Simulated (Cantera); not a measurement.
Input: 1 mol Fe(CO)₅, 0.12 mol CO, 2.5 mol H₂, at 748.15 K and 1.50 bar.

Cantera equilibrium calculation (NASA polynomials, part measured and part estimated; ideal gas, pure solids and liquids). Candidate condensed phases: C, C₆H₆, C₇H₈, C₈H₁₈, Fe, Fe(CO)₅, FeO, Fe(OH)₂, Fe(OH)₃, Fe₂O₃, Fe₃O₄, H₂O; 114 gas species. Kinetics and transport are ignored.

Base state: H₂O 0.397, CO₂ 0.346, H₂ 0.140, CH₄ 0.0974, CO 0.0197 (mole fractions); condensed: C(graphite) + Fe₃O₄(s).

Q: What changes in the equilibrium state with this change: temperature from 748.15 K to 1275 K?

A: 
| species | before | after |
|---|---|---|
| CO | 0.0197 | 0.665 |
| H₂ | 0.140 | 0.325 |
| CO₂ | 0.346 | 0.00466 |
| H₂O | 0.397 | 0.00378 |
| CH₄ | 0.0974 | 0.00147 |
| C(graphite), mol | 3.54 | 0.0526 |
| Fe₃O₄(s), mol | 0.333 | 0 |
| Fe(γ), mol | 0 | 1.00 |
Condensed phases not in the tables: cementite and carbon dissolved in iron.

Q: What changes in the equilibrium state with this change: Fe(CO)₅ replaced by Pb?

A: 
```csv
species,before,after
H₂,0.140,0.899
CH₄,0.0974,0.0504
H₂O,0.397,0.0504
CO₂,0.346,1.71e-6
CO,0.0197,4.90e-6
"C(graphite), mol",3.54,0
"Fe₃O₄(s), mol",0.333,0
"Pb(l), mol",0,1.00
```
Further candidate phases: Pb, PbO, PbO₂, Pb₃O₄.
